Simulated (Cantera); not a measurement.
Charge: 1 mol SiHCl3, a varied amount of N2, held at 1825 °C and 6000 Pa.

Cantera equilibrium calculation (NASA polynomials, part measured and part estimated; ideal gas, pure solids and liquids). Candidate condensed phases: NH4Cl, Si, Si3N4; 28 gas species. The tables' values for SiCl3, SiCl are old estimates; treat these amounts as uncertain. The numbers say what is thermodynamically allowed, not how fast it happens.

Q: At 4.6 mol N2, list the 5 most abundant gas species with their mole fractions, and the condensed phases.

A: N2 0.695, SiCl2 0.142, HCl 0.131, Cl 0.0124, H2 0.00953. Condensed: gas only.
